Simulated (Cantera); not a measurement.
A closed system holds: 1 mol CO₂, 0.69 mol O₂, 0.19 mol N₂, at 158000 Torr.

Cantera equilibrium calculation (NASA polynomials, part measured and part estimated; ideal gas, pure solids and liquids). Candidate condensed phases: C; 24 gas species. The ideal-gas law is rough above about 30 bar. Equilibrium is a limit: real reactors are often held back by kinetics, nucleation or transport.

x: gas mole fraction; nothing condenses.

```csv
T (K),x CO₂,x O₂,x N₂,x CO,x NO,x O,x NO₂
1450,0.532,0.367,0.101,1.37e-7,0.000449,…,5.41e-5
1650,0.532,0.366,0.100,2.29e-6,0.00112,…,7.65e-5
1850,0.532,0.366,0.0999,2.07e-5,0.00230,…,0.000100
2050,0.532,0.365,0.0990,0.000121,0.00409,…,0.000125
2250,0.531,0.364,0.0977,0.000513,0.00654,…,0.000149
2450,0.530,0.362,0.0961,0.00171,0.00964,…,0.000173
2650,0.526,0.361,0.0940,0.00471,0.0133,…,0.000196
2850,0.517,0.360,0.0915,0.0111,0.0176,…,0.000217
3050,0.501,0.359,0.0884,0.0229,0.0222,…,0.000236
```

Complete the blanks.


- 1450, x O: 8.39e-8
- 1650, x O: 1.08e-6
- 1850, x O: 8.05e-6
- 2050, x O: 4.06e-5
- 2250, x O: 0.000154
- 2450, x O: 0.000468
- 2650, x O: 0.00121
- 2850, x O: 0.00273
- 3050, x O: 0.00554
